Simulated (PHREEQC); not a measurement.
0.91 g of hydrous ferric oxide (600 m²/g; 0.2 weak and 0.005 strong sites per Fe, Dzombak-Morel constants, diffuse double layer) in 1 kg of water with 0.005 mol/kgw of an inert sodium salt and 4.3e-05 mol/kgw CuCl2, at 25 °C; the pH is set by adding NaOH or the inert anion's acid. O2 is buffered at 0.21 atm. No CO2 enters from the air. Nothing may precipitate in this run.

Equilibrium calculation in PHREEQC: ion-association model, wateq4f.dat.

### Question
Predict Cu sorbed (%), surface charge σ (C/m²), surface potential ψ (mV) at pH = 4.12, 9.

### Answer
```
pH    Cu sorbed (%)  surface charge σ (C/m²)  surface potential ψ (mV)
----  -------------  -----------------------  ------------------------
4.12           12.3                    0.174                       189
9             100.0                   -0.009                       -48
```

The database's constant for dissolved Cu(OH)2 is higher than later reviews accept. The oxide is taken as insoluble; below pH 4 it would dissolve.
